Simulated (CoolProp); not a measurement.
Vapour-liquid equilibrium of ethanol (1) + n-decane (2) at 0.34 MPa; x and y are mole fractions of (1).

The numbers come from the multi-fluid Helmholtz-energy mixture model, Schroeder 2014 and Lemmon 2006; pair parameters Bell 2016 in CoolProp.

```tsv
x	bubble temperature, mixture model (°C)	bubble temperature, Raoult's law (°C)	y, mixture model	y, Raoult's law
0.05	173.6	201.9	0.693	0.454
0.125	141.2	178.7	0.877	0.708
0.2	129.7	164.2	0.916	0.816
0.275	124.7	153.8	0.931	0.875
0.35	122.4	145.9	0.937	0.911
0.425	121.2	139.6	0.941	0.935
0.5	120.4	134.3	0.943	0.952
0.575	119.7	129.8	0.946	0.965
0.65	119.0	125.9	0.949	0.975
0.725	118.0	122.5	0.953	0.982
0.8	116.8	119.4	0.960	0.988
0.875	115.4	116.7	0.971	0.993
0.95	113.8	114.2	0.986	0.998
```

The largest gap from Raoult's law is -37.5 K in bubble temperature, at x = 0.125. No azeotrope shows between x = 0.05 and 0.95.

Pair parameters are fitted to limited data, so mixtures are less certain than the pure fluids. With so large a gap from Raoult's law the liquid may split in two, which this calculation doesn't test in full.
